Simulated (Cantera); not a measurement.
Input (Python, Cantera) and output of one run.

```python
import numpy as np
import cantera as ct

gas_names = """
    CL CL2 H HCL H2
""".split()
cond_names = """

""".split()


def load(file, names, dense=False):
    # The tables refer to 1 bar. Condensed volumes are neglected.
    table = {s.name: s for s in ct.Species.list_from_file(file)}
    out = []
    for n in names:
        d = dict(table[n].input_data)
        d["thermo"] = dict(d["thermo"], **{"reference-pressure": 1e5})
        if dense:
            d["equation-of-state"] = {"model": "constant-volume", "density": "1e6 g/cm^3"}
        out.append(ct.Species.from_dict(d))
    return out


gas = ct.Solution(thermo="ideal-gas", species=load("nasa_gas.yaml", gas_names))
cond = {s.name: ct.Solution(thermo="fixed-stoichiometry", species=[s], name=s.name)
        for s in load("nasa_condensed.yaml", cond_names, dense=True)}
atoms = {
    'HCl': {'H': 1, 'CL': 1},
    'H2': {'H': 2},
}
top_T = {}  # K; cautious upper limits of use, not melting points


def equilibrate(T, P, feed):
    n = {}
    for name, mol in feed.items():
        for a, k in atoms[name].items():
            n[a] = n.get(a, 0.0) + k * mol
    gas.TPX = T, P, n
    mass = sum(n.values()) * gas.mean_molecular_weight
    gas.equilibrate("TP")
    valid = [c for c in cond.values() if c.min_temp <= T <= top_T.get(c.name, c.max_temp)]
    mix = ct.Mixture([(gas, mass / gas.mean_molecular_weight)] + [(c, 0.0) for c in valid])
    mix.T, mix.P = T, P
    mix.equilibrate("TP", solver="vcs", rtol=1e-11, max_steps=5000)
    return mix


results = []
feed = {'HCl': 1, 'H2': 0.33}  # mol
T = 1873  # K
for P in [10, 65, 420, 2700, 17000, 110000, 720000, 4700000, 30000000]:
    mix = equilibrate(T, P, feed)
    results.append((T, P, feed, dict(zip(mix.species_names, mix.species_moles))))
    x = sorted(zip(gas.X, gas.species_names), reverse=True)
    print(f"T = {T:g} K  P = {P:g} Pa  gas = {mix.phase_moles(0):.4g} mol")
    print("   x: " + "  ".join(f"{s} {v:.3e}" for v, s in x if v > 0.001))
    print("   condensed (mol): " + ("  ".join(f"{mix.phase(i).name} {mix.phase_moles(i):.4g}"
          for i in range(1, mix.n_phases) if mix.phase_moles(i) > 1e-12) or "none"))
```

It prints:

```
T = 1873 K  P = 10 Pa  gas = 1.397 mol
   x: HCL 6.523e-01  H2 2.518e-01  CL 6.354e-02  H 3.239e-02
   condensed (mol): none
T = 1873 K  P = 65 Pa  gas = 1.357 mol
   x: HCL 7.097e-01  H2 2.504e-01  CL 2.719e-02  H 1.267e-02
   condensed (mol): none
T = 1873 K  P = 420 Pa  gas = 1.341 mol
   x: HCL 7.347e-01  H2 2.492e-01  CL 1.110e-02  H 4.971e-03
   condensed (mol): none
T = 1873 K  P = 2700 Pa  gas = 1.334 mol
   x: HCL 7.450e-01  H2 2.486e-01  CL 4.446e-03  H 1.958e-03
   condensed (mol): none
T = 1873 K  P = 17000 Pa  gas = 1.332 mol
   x: HCL 7.491e-01  H2 2.483e-01  CL 1.782e-03
   condensed (mol): none
T = 1873 K  P = 110000 Pa  gas = 1.331 mol
   x: HCL 7.508e-01  H2 2.482e-01
   condensed (mol): none
T = 1873 K  P = 720000 Pa  gas = 1.33 mol
   x: HCL 7.515e-01  H2 2.482e-01
   condensed (mol): none
T = 1873 K  P = 4.7e+06 Pa  gas = 1.33 mol
   x: HCL 7.517e-01  H2 2.481e-01
   condensed (mol): none
T = 1873 K  P = 3e+07 Pa  gas = 1.33 mol
   x: HCL 7.518e-01  H2 2.481e-01
   condensed (mol): none
```

Equilibrium computed with Cantera from the NASA thermochemical tables; the gas is ideal and each condensed phase is pure. The ideal-gas law is rough above about 30 bar.
